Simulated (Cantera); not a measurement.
A perfectly stirred reactor is fed with 7.67 % CH₄, 15.3 % O₂, 57.6 % N₂, 19.2 % H₂O, 0.192 % CO₂, at 0.987 atm; it is adiabatic with a 375 K inlet, and is followed from long to short residence time, starting on the burning branch (τ in s: 0.063, 0.035, 0.02, 0.011, 0.006, 0.0034, 0.0019, 0.001, 0.00058, 0.00032, 0.00018, 0.0001).

Cantera simulation using GRI-Mech 3.0 (53 species, 325 reactions); the numbers are that mechanism's predictions, not measurements.

Predict: blow-out, bracketed by the residence times tried; x(CH₄) at τ = 63.0 ms; x(O₂) at τ = 63.0 ms; x(H₂O) at τ = 63.0 ms; x(HCN) at τ = 63.0 ms; x(C₂H₄) at τ = 63.0 ms; x(CH₄) at τ = 1.90 ms; x(O₂) at τ = 1.90 ms; x(H₂O) at τ = 1.90 ms; x(HCN) at τ = 1.90 ms; x(C₂H₄) at τ = 1.90 ms.


- blow-out, bracketed by the residence times tried = burning at 0.320 ms, out at 0.180 ms
- x(CH₄) at τ = 63.0 ms = 1.47e-5
- x(O₂) at τ = 63.0 ms = 0.00413
- x(H₂O) at τ = 63.0 ms = 0.337
- x(HCN) at τ = 63.0 ms = 2.26e-7
- x(C₂H₄) at τ = 63.0 ms = 7.88e-9
- x(CH₄) at τ = 1.90 ms = 0.000160
- x(O₂) at τ = 1.90 ms = 0.0111
- x(H₂O) at τ = 1.90 ms = 0.325
- x(HCN) at τ = 1.90 ms = 1.06e-6
- x(C₂H₄) at τ = 1.90 ms = 2.65e-7
